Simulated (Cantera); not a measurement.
A closed system holds: 1 mol CH3SiH3, 1.2 mol C2H2, 2.8 mol H2, equilibrated at 1025 °C and 1.43 Torr.

Cantera equilibrium calculation (NASA polynomials, part measured and part estimated; ideal gas, pure solids and liquids). Candidate condensed phases: C, C6H6, C7H8, C8H18, Si, SiC; 87 gas species. The feed counts by its element totals alone. Equilibrium is a limit: real reactors are often held back by kinetics, nucleation or transport.

Base state: H2 1.000, H 2.46e-5, CH4 1.51e-5 (mole fractions); condensed: C(graphite) + SiC(s).

Problem. What changes in the equilibrium state with this change: temperature from 1025 °C to 2077 °C?

Solution. 
```json
[
 {"species": "H2", "before": "1.000", "after": "0.658"},
 {"species": "H", "before": "2.46e-5", "after": "0.232"},
 {"species": "Si", "before": "<1e-9", "after": "0.0849"},
 {"species": "SiC2", "before": "<1e-9", "after": "0.0139"},
 {"species": "Si2C", "before": "<1e-9", "after": "0.00548"},
 {"species": "SiH", "before": "<1e-9", "after": "0.00101"},
 {"species": "C(graphite), mol", "before": "2.40", "after": "3.03"},
 {"species": "SiC(s), mol", "before": "1.00", "after": "0"}
]
```
Gases not in the tables: Si2H6 and higher silanes.
